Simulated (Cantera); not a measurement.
A diamond (100) surface in a fixed gas of H2 with x(CH4) = 0.0036, x(H) = 0.0031, at 1250 K, 0.0148 atm; coverages are run to steady state.

Model: the Harris–Goodwin 1993 mechanism for the reconstructed diamond (100) surface, integrated in Cantera.

One state of this run: growth (µm/h) = 0.168; θ c6HH = 0.417; θ c6H* = 0.0433; θ c6*H = 0.505; θ c6** = 0.0337; θ c6HM = 0.000172. θ: site fractions in the mechanism's names (c6HH fully hydrogenated, c6H* and c6*H radical sites, c6** diradical, c6HM methylated).

Task: Which value of x(CH3) does it belong to?
(A) 1.5e-05
(B) 1e-06
(C) 6.1e-06
(D) 9.2e-05

Result: D, 9.2e-05
